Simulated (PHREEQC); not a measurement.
A solution holds 60 mmol/kgw HCl, 180 mmol/kgw Li2SO4 and 1.2 mmol/kgw Na2SO4, at 25 °C. Closed to the air; pH follows from the charge balance.

Model: ion-association model, phreeqc.dat, run in PHREEQC.

```yaml
pH: 1.86
ionic_strength: 0.453 mol/kgw
activity_of_water: 0.990
density: 1.015 g/cm³
total_alkalinity: -60.0 meq/kg
```

```tsv
species	molality	activity	log γ
Li+	0.327	0.233	-0.148
SO4-2	0.106	0.0226	-0.670
Cl-	0.0600	0.0394	-0.183
HSO4-	0.0418	0.0306	-0.136
LiSO4-	0.0334	0.0229	-0.163
H+	0.0181	0.0139	-0.115
Na+	0.00215	0.00154	-0.143
NaSO4-	0.000251	0.000175	-0.156
```

This is a speciation only: nothing precipitates in the calculation.
